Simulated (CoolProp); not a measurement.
Model: reference Helmholtz-energy equation of state, Span 2000, in CoolProp.

Task: For nitrogen, give the phase and the cv (kJ/(kg K)), speed of sound (m/s), Joule-Thomson coefficient (K/MPa), viscosity (µPa s) at -153.35 °C and 318 kPa.

Result: 
- -153.35 °C and 318 kPa: gas; cv 0.757, speed of sound 219, Joule-Thomson coefficient 11.6, viscosity 8.33

Viscosity comes from a separate model (Lemmon 2004).
